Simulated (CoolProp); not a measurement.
Hydrogen chloride along the isobar 44.2 MPa: density (kg/m³) from the reference equation and from simpler models built on Tc = 51.5 °C, pc = 8.314 MPa, ω = 0.130; each cubic takes its own stable root.

Computed with CoolProp (reference Helmholtz-energy equation of state, Thol 2018).

```tsv
T (°C)	phase	reference	van der Waals	Redlich-Kwong	Soave-Redlich-Kwong	Peng-Robinson
-78.15	liquid	1221	748.9	1070	?	1207
-54.15	liquid	1171	727.8	1026	1034	1160
-30.25	liquid	1120	706.2	979.7	988.1	1109
-6.25	liquid	1066	683.8	930.6	938.5	1052
17.65	liquid	1010	660.7	879.4	885.2	990.6
41.55	liquid	951.4	636.8	826.2	828.2	923.8
65.55	supercritical	889.2	612.2	771.2	767.9	852.6
89.45	supercritical	824.3	587.0	715.9	706.1	779.3
113.45	supercritical	756.8	?	661.1	644.2	706.1
137.35	supercritical	689.0	535.0	608.4	585.4	637.2
161.25	supercritical	623.3	508.7	559.2	531.5	?
185.25	supercritical	562.5	482.5	514.2	483.9	520.6
209.15	supercritical	509.2	456.9	474.4	443.2	474.6
233.15	supercritical	463.7	432.1	439.3	408.5	435.8
257.05	supercritical	425.9	408.7	409.0	379.2	403.2
```

**Question.** Fill in the missing entries.

**Answer.** 
- -78.15, Soave-Redlich-Kwong: 1076
- 113.45, van der Waals: 561.1
- 161.25, Peng-Robinson: 574.9
